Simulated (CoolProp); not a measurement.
The fluoroketone C6F12O (FK-5-1-12) along the isobar 13.3 bar: fugacity coefficient from the reference equation and from simpler models built on Tc = 168.7 °C, pc = 18.69 bar, ω = 0.471; each cubic takes its own stable root.

Model: reference Helmholtz-energy equation of state, McLinden 2015, in CoolProp.

```
T (°C)   phase  reference
------  ------  ---------
82.35   liquid     0.2033
98.35   liquid     0.2936
114.45  liquid     0.4049
130.55  liquid     0.5349
146.55  liquid     0.6779
162.65     gas     0.7467
178.65     gas     0.7806
194.75     gas     0.8085
210.75     gas     0.8319
226.85     gas     0.8520
```

Problem. How far does each simpler model (Redlich-Kwong, Soave-Redlich-Kwong, Peng-Robinson) lie from the reference over these 10 states: mean and median of the absolute difference, and the worst?

Solution. 
- Redlich-Kwong: mean 16.3 %, median 4.3 %, worst +60.8 % at 82.35 °C and 13.3 bar
- Soave-Redlich-Kwong: mean 1.6 %, median 1.3 %, worst +2.8 % at 114.45 °C and 13.3 bar
- Peng-Robinson: mean 1.1 %, median 1.3 %, worst -1.9 % at 178.65 °C and 13.3 bar

At some of these states Redlich-Kwong gives the other phase, because its saturation line lies elsewhere.
